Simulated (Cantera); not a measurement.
A freely propagating, adiabatic, planar premixed flame of 23.5 % H2, 19.9 % O2, 56.5 % N2, unburnt at 675 K and 135 Torr; mixture-averaged transport, grid criteria slope 0.08 and curve 0.16, no radiation.

Detailed kinetics in Cantera: the H2/O2 subset of GRI-Mech 3.0, which has no nitrogen chemistry. Burning velocities carry a grid error of a few per cent, more on coarse grids. Lean hydrogen flames are cellular in practice and burn faster than this planar one.

### Question
Predict: laminar burning velocity; thermal thickness; peak x(H); peak x(O); peak x(H2O2).

### Answer
laminar burning velocity: 740 cm/s
thermal thickness: 4.24 mm
peak x(H): 0.0594
peak x(O): 0.0244
peak x(H2O2): 1.97e-6
